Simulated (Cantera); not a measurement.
Charge: 1 mol C6H6, 0.16 mol CO2, equilibrated at 525 K.

Cantera equilibrium calculation (NASA polynomials, part measured and part estimated; ideal gas, pure solids and liquids). Candidate condensed phases: C, C6H6, C7H8, C8H18, H2O; 110 gas species. The ideal-gas law is rough above about 30 bar. Rates play no part.

log p: log10 of the partial pressure in bar; n: condensed amount in mol.

```
P (Pa)    log p H2  log p CH4  log p H2O  log p CO2  n C(graphite)
--------  --------  ---------  ---------  ---------  -------------
10           -4.08      -5.17      -5.05      -5.97           5.93
100          -3.25      -3.51      -3.89      -5.31           5.44
1000           [?]        [?]        [?]        [?]           5.04
10000          [?]        [?]        [?]        [?]           4.88
100000       -1.55      -0.10      -0.74      -2.42           4.83
1000000      -1.05       0.90       0.27      -1.42           4.81
10000000     -0.54       1.91       1.27      -0.42           4.81
```

### Question
Complete the blanks.

### Answer

- 10000, log p H2: -2.07
- 10000, log p CH4: -1.13
- 10000, log p H2O: -1.75
- 10000, log p CO2: -3.42
- 1000, log p H2: -2.61
- 1000, log p CH4: -2.23
- 1000, log p H2O: -2.79
- 1000, log p CO2: -4.40
